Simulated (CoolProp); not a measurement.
Model: reference Helmholtz-energy equation of state, Lemmon 2003, in CoolProp. It is a pseudo-pure fit of the blend.

**Question.** For R407C, give the phase and the speed of sound (m/s), Prandtl number at 397.1 K and 432 kPa; 397.1 K and 2240 kPa; 397.1 K and 5090 kPa.

**Answer.** 
- 397.1 K and 432 kPa: gas; speed of sound 202, Prandtl number 0.783
- 397.1 K and 2240 kPa: gas; speed of sound 186, Prandtl number 0.855
- 397.1 K and 5090 kPa: supercritical; speed of sound 158, Prandtl number 1.25

Viscosity comes from a separate model (Geller 2000). Thermal conductivity comes from a separate model (Geller 2001).
